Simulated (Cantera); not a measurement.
# Equilibrium for metals in furnace atmospheres: Ti + H2O + H2

Charge: 1 mol Ti, a varied amount of H2O, 65 mol H2, held at 1123 K and 0.430 bar.

Method: chemical equilibrium by Gibbs-energy minimisation in Cantera with the NASA 1993 tables (ideal gas, pure condensed phases). Candidate condensed phases: H2O, Ti, TiO, TiO2, Ti2O3, Ti3O5, Ti4O7; 12 gas species. Mutual solubility and eutectic melting of coexisting phases are not modelled. TiO: taken at fixed stoichiometry. Condensed phases not in the tables: Magnéli phases beyond Ti4O7, N, O or C dissolved in the metal. Kinetics and transport are ignored.

```json
[
 {"n(H2O) (mol)": "0.31", "x H2": "1.00", "x H2O": "2.52e-12", "x H": "6.49e-8", "n Ti(α)": "0.690", "n TiO(s)": "0.310", "n Ti2O3(s)": "0", "n TiO2(rutile)": "0", "n Ti4O7(s)": "0"},
 {"n(H2O) (mol)": "0.42", "x H2": "1.00", "x H2O": "2.52e-12", "x H": "6.49e-8", "n Ti(α)": "0.580", "n TiO(s)": "0.420", "n Ti2O3(s)": "0", "n TiO2(rutile)": "0", "n Ti4O7(s)": "0"},
 {"n(H2O) (mol)": "0.56", "x H2": "1.00", "x H2O": "2.52e-12", "x H": "6.49e-8", "n Ti(α)": "0.440", "n TiO(s)": "0.560", "n Ti2O3(s)": "0", "n TiO2(rutile)": "0", "n Ti4O7(s)": "0"},
 {"n(H2O) (mol)": "0.75", "x H2": "1.00", "x H2O": "2.52e-12", "x H": "6.49e-8", "n Ti(α)": "0.250", "n TiO(s)": "0.750", "n Ti2O3(s)": "0", "n TiO2(rutile)": "0", "n Ti4O7(s)": "0"},
 {"n(H2O) (mol)": "1", "x H2": "1.00", "x H2O": "2.52e-12", "x H": "6.49e-8", "n Ti(α)": "0", "n TiO(s)": "1.00", "n Ti2O3(s)": "0", "n TiO2(rutile)": "0", "n Ti4O7(s)": "0"},
 {"n(H2O) (mol)": "1.4", "x H2": "1.00", "x H2O": "6.75e-8", "x H": "6.49e-8", "n Ti(α)": "0", "n TiO(s)": "0.200", "n Ti2O3(s)": "0.400", "n TiO2(rutile)": "0", "n Ti4O7(s)": "0"},
 {"n(H2O) (mol)": "1.8", "x H2": "1.000", "x H2O": "0.000425", "x H": "6.49e-8", "n Ti(α)": "0", "n TiO(s)": "0", "n Ti2O3(s)": "0", "n TiO2(rutile)": "0.0865", "n Ti4O7(s)": "0.228"},
 {"n(H2O) (mol)": "2.5", "x H2": "0.993", "x H2O": "0.00741", "x H": "6.47e-8", "n Ti(α)": "0", "n TiO(s)": "0", "n Ti2O3(s)": "0", "n TiO2(rutile)": "1.00", "n Ti4O7(s)": "0"},
 {"n(H2O) (mol)": "3.3", "x H2": "0.981", "x H2O": "0.0190", "x H": "6.43e-8", "n Ti(α)": "0", "n TiO(s)": "0", "n Ti2O3(s)": "0", "n TiO2(rutile)": "1.00", "n Ti4O7(s)": "0"}
]
```
x: gas mole fraction; n: condensed amount in mol.

From 0.31 mol H2O to 0.75 mol H2O the condensed part is Ti(α) + TiO(s). At 1 mol H2O the condensed part is TiO(s). At 1.4 mol H2O the condensed part is TiO(s) + Ti2O3(s). At 1.8 mol H2O the condensed part is TiO2(rutile) + Ti4O7(s). From 2.5 mol H2O to 3.3 mol H2O the condensed part is TiO2(rutile).
